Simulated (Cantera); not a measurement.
A Cantera script and its output.

```python
import numpy as np
import cantera as ct

surf = ct.Interface("ptcombust.yaml", "Pt_surf")
gas = surf.adjacent["gas"]
gas.TPX = 300, 17000, {'CH4': 0.047, 'O2': 0.14, 'N2': 0.79}
jet = ct.ImpingingJet(gas=gas, width=0.033, surface=surf)
jet.inlet.mdot, jet.inlet.T, jet.inlet.X = 0.033, 300, {'CH4': 0.047, 'O2': 0.14, 'N2': 0.79}
jet.set_refine_criteria(ratio=10, slope=0.2, curve=0.3)
show, cover = ['CH4', 'O2', 'H2O', 'OH', 'CO', 'CO2'], ["PT(S)", "H(S)", "O(S)", "OH(S)", "CO(S)", "C(S)"]

rows = []
print(f"{'Ts/K':>7s}" + "".join(f"{s:>11s}" for s in show + cover) + "   (gas at the wall, coverages)")
for i, Ts in enumerate([900, 950, 1000, 1050, 1100, 1150, 1200]):
    jet.surface.T = Ts
    if i == 0:
        surf.TP = Ts, 17000
        surf.coverages = "PT(S):0.5, O(S):0.5"
        surf.advance_coverages(1.0)
        jet.set_initial_guess(products="inlet")
    jet.solve(loglevel=0, auto=(i == 0))
    rows.append([*(jet.X[gas.species_index(s), -1] for s in show), *surf[cover].coverages])
    print(f"{Ts:7g}" + "".join(f"{x:11.3e}" for x in rows[-1]))
```

Result:

```
   Ts/K        CH4         O2        H2O         OH         CO        CO2      PT(S)       H(S)       O(S)      OH(S)      CO(S)       C(S)   (gas at the wall, coverages)
    900  2.727e-02  9.865e-02  3.904e-02  3.209e-08  9.762e-06  2.569e-02  1.771e-01  1.089e-07  8.208e-01  2.065e-03  1.766e-05  6.279e-08
    950  1.838e-02  7.980e-02  5.543e-02  9.763e-08  9.255e-06  3.662e-02  2.490e-01  3.020e-07  7.487e-01  2.273e-03  1.329e-05  6.357e-08
   1000  1.245e-02  6.731e-02  6.624e-02  2.607e-07  8.592e-06  4.386e-02  3.237e-01  6.687e-07  6.741e-01  2.237e-03  9.171e-06  5.731e-08
   1050  8.841e-03  5.975e-02  7.273e-02  6.188e-07  8.192e-06  4.824e-02  3.971e-01  1.276e-06  6.008e-01  2.073e-03  6.254e-06  4.976e-08
   1100  6.608e-03  5.514e-02  7.664e-02  1.331e-06  8.104e-06  5.090e-02  4.677e-01  2.208e-06  5.305e-01  1.862e-03  4.360e-06  4.322e-08
   1150  5.174e-03  5.228e-02  7.904e-02  2.646e-06  8.333e-06  5.252e-02  5.341e-01  3.560e-06  4.642e-01  1.643e-03  3.145e-06  3.809e-08
   1200  4.210e-03  5.051e-02  8.052e-02  4.916e-06  8.880e-06  5.348e-02  5.960e-01  5.444e-06  4.025e-01  1.433e-03  2.356e-06  3.424e-08
```

Detailed kinetics in Cantera: Deutschmann's 1995 Pt surface mechanism with GRI-Mech 3.0 gas chemistry. Catalytic surfaces can have several steady states; this one follows from the mechanism file's or the stated starting coverage.
